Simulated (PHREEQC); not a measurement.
Consider water at 20 °C with 0.042 mol/kgw HF, 0.0015 mol/kgw KF, 0.00094 mol/kgw H2SiF6 and 0.26 mol/kgw H2SO4. Closed to the air; pH follows from the charge balance.

Equilibrium calculation in PHREEQC: ion-association model, phreeqc.dat.

No solid was allowed to form.

### Question
What pH, ionic strength does the model give?

### Answer
pH 0.64; ionic strength 0.331 mol/kgw.

### Question
In which forms is K present?

### Answer
K+ 95 %, KSO4- 4.8 % of the K.

SiF6-2 is the database's only silicon fluoride.
